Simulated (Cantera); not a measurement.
Charge: 1 mol SiC, 0.059 mol N2O, 6.7 mol N2, 0.093 mol O2, held at 1498.15 K and 200000 Pa.

Method: chemical equilibrium by Gibbs-energy minimisation in Cantera with the NASA 1993 tables (ideal gas, pure condensed phases). Candidate condensed phases: C, Si, SiC, SiO2, Si2N2O, Si3N4; 34 gas species. Mutual solubility and eutectic melting of coexisting phases are not modelled. Rates play no part.

Q: What is the equilibrium state?

A: 
* **x(N2)**: 1.000
* **x(CO)**: 5.42e-5
* **n(C(graphite))**: 1.000 mol
* **n(Si2N2O(s))**: 0.245 mol
* **n(Si3N4(s))**: 0.170 mol
* **gas amount**: 6.174 mol
* **log10 activity of Si(s) (absent)**: -3.09
